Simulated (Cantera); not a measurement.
A perfectly stirred reactor is fed with 1.62 % CH₂O, 2.87 % O₂, 95.5 % N₂, equivalence ratio 0.57, at 15.0 bar; it is held at 1575 K, and followed from long to short residence time.

Computed with Cantera and GRI-Mech 3.0 (53 species, 325 reactions). The pressure lies above the range GRI-Mech 3.0 was tuned for (to about 10 atm).

Problem. Predict: x(CH₂O) at τ = 3.10 s; x(O₂) at τ = 3.10 s; x(CH₂O) at τ = 29.0 ms; x(O₂) at τ = 29.0 ms.

Solution. 
- x(CH₂O) at τ = 3.10 s: 8.98e-8
- x(O₂) at τ = 3.10 s: 0.0124
- x(CH₂O) at τ = 29.0 ms: 2.93e-6
- x(O₂) at τ = 29.0 ms: 0.0125
